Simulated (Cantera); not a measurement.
**Premixed flame**

A freely propagating, adiabatic, planar premixed flame of CH₄ : O₂ : N₂ = 1 : 2 : 7.52 (molar parts), unburnt at 450 K and 1.01 bar; mixture-averaged transport, grid criteria slope 0.08 and curve 0.16, no radiation.

Model: GRI-Mech 3.0 (53 species, 325 reactions), integrated in Cantera. Burning velocities carry a grid error of a few per cent, more on coarse grids.

```csv
z (mm),T (K),u (m/s),x CH₄,x O₂,x H₂,x C₂H,x CH₂,x OH
-1.12,450,0.759,0.0950,0.190,0.000678,<1e-8,<1e-8,<1e-8
-0.748,451,0.763,0.0947,0.190,0.00217,<1e-8,<1e-8,<1e-8
-0.561,457,0.774,0.0941,0.189,0.00419,<1e-8,<1e-8,1.01e-8
-0.374,511,0.870,0.0904,0.185,0.00865,<1e-8,<1e-8,5.26e-7
-0.187,914,1.58,0.0653,0.153,0.0165,<1e-8,1.65e-7,3.40e-5
-0.0935,1344,2.35,0.0361,0.111,0.0204,<1e-8,7.01e-6,0.000307
0,1743,3.06,0.00849,0.0620,0.0208,1.77e-7,5.19e-5,0.00232
0.0935,1904,3.34,0.000577,0.0343,0.0163,1.22e-7,1.43e-5,0.00639
0.187,1949,3.41,1.94e-5,0.0251,0.0139,<1e-8,6.48e-7,0.00836
0.374,2002,3.48,2.94e-8,0.0203,0.0132,<1e-8,<1e-8,0.00896
0.748,2067,3.58,<1e-8,0.0174,0.0121,<1e-8,<1e-8,0.00867
1.50,2141,3.69,<1e-8,0.0145,0.0101,<1e-8,<1e-8,0.00782
2.99,2210,3.79,<1e-8,0.0117,0.00798,<1e-8,<1e-8,0.00663
```
x: mole fraction of selected species; z is measured from the peak of heat release.

| Item | Value |
|---|---|
| laminar burning velocity | 75.9 cm/s |
| thermal thickness | 0.374 mm |
| peak x(H₂) | 0.0215 |
| peak x(C₂H) | 2.58e-7 |
| peak x(CH₂) | 5.27e-5 |
| peak x(OH) | 0.00896 |
